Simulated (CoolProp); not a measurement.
Model: reference Helmholtz-energy equation of state, Tillner-Roth 1994, in CoolProp.

Give the vapour pressure (MPa), liquid density (kg/m³), enthalpy of vaporisation (kJ/kg), vapour Z of saturated R134a at 8.65, 62.45 °C.


| T (°C) | p (MPa) | liquid density (kg/m³) | enthalpy of vaporisation (kJ/kg) | vapour Z |
|---|---|---|---|---|
| 8.65 | 0.396 | 1270 | 192 | 0.892 |
| 62.45 | 1.78 | 1040 | 136 | 0.697 |
